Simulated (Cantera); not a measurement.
Charge: 1 mol Fe2O3, a varied amount of CH4, 0.57 mol N2, at 1225 K and 1.00 bar.

Equilibrium computed with Cantera from the NASA thermochemical tables; the gas is ideal and each condensed phase is pure. Candidate condensed phases: C, C6H6, C7H8, C8H18, Fe, Fe(CO)5, FeO, Fe(OH)2, Fe(OH)3, Fe2O3, Fe3O4, H2O; 140 gas species. Mutual solubility and eutectic melting of coexisting phases are not modelled. The tables' stoichiometric FeO is somewhat more stable than real wüstite, so its field is too wide. FeO: taken at fixed stoichiometry. Equilibrium is a limit: real reactors are often held back by kinetics, nucleation or transport.

Task: At 1.7 mol CH4, list the 7 most abundant gas species with their mole fractions, and the condensed phases.

Result: H2 0.465, CO 0.250, H2O 0.135, N2 0.101, CO2 0.0495, CH4 4.81e-5, NH3 1.71e-5. Condensed: Fe(γ) + FeO(s).
